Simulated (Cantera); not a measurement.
Feed: 1 mol AlCl3, 8.1 mol HCl, 8.8 mol H2, 3.8 mol N2O, held at 1975 °C and 1.80 Torr.

Method: chemical equilibrium by Gibbs-energy minimisation in Cantera with the NASA 1993 tables (ideal gas, pure condensed phases). Candidate condensed phases: Al, AlCl3, AlN, Al2O3, H2O, NH4Cl; 45 gas species. The tables' values for AlCl2, AlOH are old estimates; treat these amounts as uncertain. The numbers say what is thermodynamically allowed, not how fast it happens.

Base state: HCl 0.369, H2 0.217, N2 0.157, H2O 0.0923, Cl 0.0862, H 0.0698, OH 0.00446, AlCl 0.00175 (mole fractions); condensed: Al2O3(s).

Q: What changes in the equilibrium state with this change: HCl from 8.1 to 1.2 mol?

A: 
| species | before | after |
|---|---|---|
| H2 | 0.217 | 0.290 |
| N2 | 0.157 | 0.232 |
| HCl | 0.369 | 0.212 |
| Cl | 0.0862 | 0.0428 |
| H2O | 0.0923 | 0.134 |
| H | 0.0698 | 0.0807 |
| AlCl | 0.00175 | 0.000766 |
| AlCl3 | 1.03e-5 | 1.11e-6 |
| AlCl2 | 0.000120 | 2.61e-5 |
| AlOCl | 0.000900 | 0.000428 |
| NO | 0.000182 | 0.000241 |
| Al2O3(s), mol | 0.465 | 0.489 |

Q: What changes in the equilibrium state with this change: temperature from 1975 °C to 1325 °C?

A: 
```json
[
 {"species": "HCl", "before": "0.369", "after": "0.499"},
 {"species": "H2", "before": "0.217", "after": "0.225"},
 {"species": "N2", "before": "0.157", "after": "0.171"},
 {"species": "Cl", "before": "0.0862", "after": "0.000905"},
 {"species": "H", "before": "0.0698", "after": "0.000517"},
 {"species": "H2O", "before": "0.0923", "after": "0.104"},
 {"species": "AlCl3", "before": "1.03e-5", "after": "8.70e-7"},
 {"species": "O", "before": "0.000990", "after": "1.76e-8"},
 {"species": "O2", "before": "0.000177", "after": "3.71e-9"},
 {"species": "AlO2H", "before": "4.18e-5", "after": "1.30e-9"},
 {"species": "AlCl", "before": "0.00175", "after": "6.16e-8"},
 {"species": "Al2O3(s), mol", "before": "0.465", "after": "0.500"}
]
```
